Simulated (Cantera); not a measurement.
What does this Cantera script print?

```python
import numpy as np
import cantera as ct

gas_names = """
    N NO NO2 NO3 N2 N2O O O2 O3 Pb PbO Pb2
""".split()
cond_names = """
    Pb(cr) Pb(L) PbO(rd) PbO(yw) PbO(L) PbO2(s) Pb3O4(s)
""".split()


# ... load() reads the species with a 1 bar reference pressure and builds the phases ...
atoms = {
    'PbO': {'Pb': 1, 'O': 1},
    'N2': {'N': 2},
}
top_T = {'Pb3O4(s)': 820}  # K; cautious upper limits of use, not melting points


# ... equilibrate(T, P, feed) seeds the gas with the atoms and calls Mixture.equilibrate('TP', solver="vcs", rtol=1e-11, max_steps=5000) ...
results = []
feed = {'PbO': 1, 'N2': 90}  # mol
P = 160000  # Pa
for T in [698, 773, 848, 923, 998, 1073, 1148, 1223, 1298, 1373, 1448]:
    mix = equilibrate(T, P, feed)
    results.append((T, P, feed, dict(zip(mix.species_names, mix.species_moles))))

top = {s: max(r[3][s] / sum(r[3][g] for g in gas_names) for r in results) for s in gas_names}
cols = sorted((s for s in top if top[s] > 0.001), key=lambda s: -top[s])[:7]
seen = [c for c in cond_names if any(r[3].get(c, 0) > 1e-12 for r in results)]
print("log10 of partial pressures in bar; condensed amounts in mol")
print(f"{'T/K':>10s}" + "".join(f"{s[:9]:>10s}" for s in cols + seen))
for T, P, feed, n in results:
    ng = sum(n[g] for g in gas_names)
    print(f"{T:10.4g}" + "".join(f"{np.log10(max(n[s] / ng * P / 1e5, 1e-99)):10.3f}" for s in cols)
          + "".join(f"{n.get(c, 0):10.4g}" for c in seen))
```

Result:

```
log10 of partial pressures in bar; condensed amounts in mol
       T/K        N2       PbO   PbO(rd)   PbO(yw)    PbO(L)
       698     0.204   -12.841         1         0         0
       773     0.204   -10.795         0         1         0
       848     0.204    -9.120         0         1         0
       923     0.204    -7.725         0         1         0
       998     0.204    -6.545         0         1         0
      1073     0.204    -5.536         0    0.9998         0
      1148     0.204    -4.664         0    0.9986         0
      1223     0.204    -3.965         0         0    0.9928
      1298     0.204    -3.361         0         0    0.9712
      1373     0.204    -2.827         0         0    0.9014
      1448     0.203    -2.353         0         0    0.7048
```

Equilibrium computed with Cantera from the NASA thermochemical tables; the gas is ideal and each condensed phase is pure. Gases not in the tables: (PbO)n polymers.
